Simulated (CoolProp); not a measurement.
Ethylene along the isotherm 450 K: density (kg/m³) from the reference equation and from simpler models built on Tc = 282.4 K, pc = 5.042 MPa, ω = 0.087; each cubic takes its own stable root.

Model: reference Helmholtz-energy equation of state, Smukala 2000, in CoolProp.

| p (MPa) | phase | reference | ideal gas | van der Waals | Redlich-Kwong | Soave-Redlich-Kwong | Peng-Robinson |
|---|---|---|---|---|---|---|---|
| 0.97 | gas | 7.371 | 7.273 | 7.398 | 7.384 | 7.362 | 7.394 |
| 1.94 | gas | 14.94 | 14.55 | 15.06 | 14.99 | 14.90 | 15.03 |
| 2.91 | gas | [?] | 21.82 | 22.99 | 22.82 | 22.61 | 22.90 |
| 3.88 | gas | 30.67 | 29.09 | 31.21 | 30.88 | 30.48 | 30.99 |
| 4.85 | gas | 38.83 | 36.37 | 39.73 | 39.15 | 38.51 | 39.30 |
| 5.82 | supercritical | 47.18 | 43.64 | 48.56 | 47.62 | 46.67 | 47.80 |
| 6.79 | supercritical | 55.70 | 50.91 | 57.69 | 56.29 | 54.96 | 56.48 |
| 7.76 | supercritical | 64.39 | 58.18 | 67.12 | 65.13 | 63.35 | 65.32 |
| 8.73 | supercritical | 73.23 | 65.46 | 76.82 | 74.12 | [?] | 74.28 |
| 9.7 | supercritical | 82.19 | 72.73 | 86.75 | 83.23 | 80.35 | 83.34 |
| 10.7 | supercritical | 91.53 | 80.23 | 97.18 | 92.71 | 89.18 | 92.75 |
| 11.6 | supercritical | 100.00 | 86.98 | 106.6 | 101.3 | 97.12 | 101.2 |
| 12.6 | supercritical | 109.4 | 94.47 | 117.2 | 110.8 | 105.9 | [?] |

### Question
What belongs in the gaps?

### Answer

- 2.91, reference: 22.71
- 8.73, Soave-Redlich-Kwong: 71.82
- 12.6, Peng-Robinson: 110.7
